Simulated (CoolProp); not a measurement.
Propylene along the isobar 1.53 MPa: fugacity coefficient from the reference equation and from simpler models built on Tc = 364.2 K, pc = 4.555 MPa, ω = 0.146; each cubic takes its own stable root.

Values from CoolProp's reference Helmholtz-energy equation of state, Lemmon 2013.

| T (K) | phase | reference |
|---|---|---|
| 118.7 | liquid | 2.557e-6 |
| 134.8 | liquid | 3.970e-5 |
| 150.9 | liquid | 0.0003205 |
| 167 | liquid | 0.001641 |
| 183 | liquid | 0.006005 |
| 199.1 | liquid | 0.01735 |
| 215.2 | liquid | 0.04160 |
| 231.3 | liquid | 0.08619 |
| 247.4 | liquid | 0.1591 |
| 263.5 | liquid | 0.2674 |
| 279.6 | liquid | 0.4163 |

How far does each simpler model (van der Waals, Redlich-Kwong, Soave-Redlich-Kwong) lie from the reference over these 11 states: mean and median of the absolute difference, and the worst?


- van der Waals: mean 12636.9 %, median 770.3 %, worst +103615.3 % at 118.7 K and 1.53 MPa
- Redlich-Kwong: mean 22.8 %, median 23.4 %, worst -37.3 % at 118.7 K and 1.53 MPa
- Soave-Redlich-Kwong: mean 1.5 %, median 1.3 %, worst +6.8 % at 118.7 K and 1.53 MPa
